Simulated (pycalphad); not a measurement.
Phase fields of Al-C as a text map

All values are pycalphad results on the COST 507 light-alloy database (1999) (1 atm), not direct measurements. No gas phase is included, though pure Al would boil below 2777 °C. The database dates from 1999; later assessments differ in places, in temperatures and in the compounds included. Diffusion is slow at the low end, where real alloys seldom reach equilibrium.

Columns run from 0.2 at.% C, then 2 to 98 at.% in steps of 2, to 99.8 at.%; rows are temperatures in °C.

```
 2777 aaaaaaaaaaaaaaaaaaaaaabbbbbbbbbbbbbbbbbbbbbbbbbbbbb
 2692 aaaaaaaaaaaaaaaaaaaabbbbbbbbbbbbbbbbbbbbbbbbbbbbbbb
 2607 aaaaaaaaaaaaaaaaaaabbbbbbbbbbbbbbbbbbbbbbbbbbbbbbbb
 2522 aaaaaaaaaaaaaaaaabbbbbbbbbbbbbbbbbbbbbbbbbbbbbbbbbb
 2437 aaaaaaaaaaaaaaaabbbbbbbbbbbbbbbbbbbbbbbbbbbbbbbbbbb
 2352 aaaaaaaaaaaaaabbbbbbbbbbbbbbbbbbbbbbbbbbbbbbbbbbbbb
 2267 aaaaaaaaaaaaabbbbbbbbbbbbbbbbbbbbbbbbbbbbbbbbbbbbbb
 2182 aaaaaaaaaaabbbbbbbbbbbbbbbbbbbbbbbbbbbbbbbbbbbbbbbb
 2097 aaaaaaaaccccccccccccccddddddddddddddddddddddddddddd
 2012 aaaaaaccccccccccccccccddddddddddddddddddddddddddddd
 1927 aaaaccccccccccccccccccddddddddddddddddddddddddddddd
 1842 aaccccccccccccccccccccddddddddddddddddddddddddddddd
 1757 aaccccccccccccccccccccddddddddddddddddddddddddddddd
 1672 acccccccccccccccccccccddddddddddddddddddddddddddddd
 1587 acccccccccccccccccccccddddddddddddddddddddddddddddd
 1502 acccccccccccccccccccccddddddddddddddddddddddddddddd
 1417 ccccccccccccccccccccccddddddddddddddddddddddddddddd
 1332 ccccccccccccccccccccccddddddddddddddddddddddddddddd
 1247 ccccccccccccccccccccccddddddddddddddddddddddddddddd
 1162 ccccccccccccccccccccccddddddddddddddddddddddddddddd
 1077 ccccccccccccccccccccccddddddddddddddddddddddddddddd
  992 ccccccccccccccccccccccddddddddddddddddddddddddddddd
  907 ccccccccccccccccccccccddddddddddddddddddddddddddddd
  822 ccccccccccccccccccccccddddddddddddddddddddddddddddd
  737 ccccccccccccccccccccccddddddddddddddddddddddddddddd
  652 eeeeeeeeeeeeeeeeeeeeeeddddddddddddddddddddddddddddd
  567 eeeeeeeeeeeeeeeeeeeeeeddddddddddddddddddddddddddddd
  482 eeeeeeeeeeeeeeeeeeeeeeddddddddddddddddddddddddddddd
  397 eeeeeeeeeeeeeeeeeeeeeeddddddddddddddddddddddddddddd
  312 eeeeeeeeeeeeeeeeeeeeeeddddddddddddddddddddddddddddd
  227 eeeeeeeeeeeeeeeeeeeeeeddddddddddddddddddddddddddddd
```

Key: a = liquid; b = graphite + liquid; c = AL4C3 + liquid; d = AL4C3 + graphite; e = AL4C3 + fcc.

Database names, with the compositions (at.%) that they take in these runs: AL4C3: Al 57 C 43.
